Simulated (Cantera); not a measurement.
A Cantera script and what it prints.

```python
import numpy as np
import cantera as ct

gas_names = """
    O2 H2O
""".split()
cond_names = """
    Li(L) LiH(L) LiOH(L) Li2O(s)
""".split()


# ... load() reads the species with a 1 bar reference pressure and builds the phases ...
species = {s.name: s for s in load("nasa_gas.yaml", gas_names) + load("nasa_condensed.yaml", cond_names)}
T = 1125
g = {n: (s.thermo.h(T) - T * s.thermo.s(T)) / (ct.gas_constant * T * np.log(10)) for n, s in species.items()}
valid = cond_names  # the entries whose range holds T


def stable(la, lb):
    # potentials (over RT ln 10) of the two non-metals from log10 p(O2) and log10 p(H2O) in bar
    mu = {}
    mu["O"] = (g["O2"] + la) / 2
    mu["H"] = (g["H2O"] + lb - 1 * mu["O"]) / 2
    cost = {}
    for n in valid:
        c = species[n].composition
        cost[n] = (g[n] - sum(c.get(e, 0) * m for e, m in mu.items())) / c["Li"]
    return min(cost, key=cost.get)


results = []
for lb in [0, -1.8, -3.5, -5.2, -7, -8.8, -10.5, -12.2, -14, -15.8, -17.5, -19.2, -21]:
    row = [stable(la, lb) for la in [-11, -10.2, -9.4, -8.6, -7.9, -7.1, -6.3, -5.5, -4.7, -3.9, -3.1, -2.4, -1.6, -0.8, 0]]
    results.append(row)
    print(f"{lb:6.1f}  " + " ".join(f"{valid.index(n):x}" for n in row))
print("key: " + ", ".join(f"{i:x} {n}" for i, n in enumerate(valid)))
```

Result:

```
   0.0  2 2 2 2 2 2 2 2 2 2 2 2 2 2 2
  -1.8  3 3 3 3 3 3 3 3 3 3 3 3 3 3 3
  -3.5  3 3 3 3 3 3 3 3 3 3 3 3 3 3 3
  -5.2  3 3 3 3 3 3 3 3 3 3 3 3 3 3 3
  -7.0  3 3 3 3 3 3 3 3 3 3 3 3 3 3 3
  -8.8  3 3 3 3 3 3 3 3 3 3 3 3 3 3 3
 -10.5  3 3 3 3 3 3 3 3 3 3 3 3 3 3 3
 -12.2  3 3 3 3 3 3 3 3 3 3 3 3 3 3 3
 -14.0  3 3 3 3 3 3 3 3 3 3 3 3 3 3 3
 -15.8  3 3 3 3 3 3 3 3 3 3 3 3 3 3 3
 -17.5  3 3 3 3 3 3 3 3 3 3 3 3 3 3 3
 -19.2  3 3 3 3 3 3 3 3 3 3 3 3 3 3 3
 -21.0  3 3 3 3 3 3 3 3 3 3 3 3 3 3 3
key: 0 Li(L), 1 LiH(L), 2 LiOH(L), 3 Li2O(s)
```

Cantera with NASA thermochemical tables; ideal gases at 1 bar, condensed phases pure. Not in the tables: the peroxide.
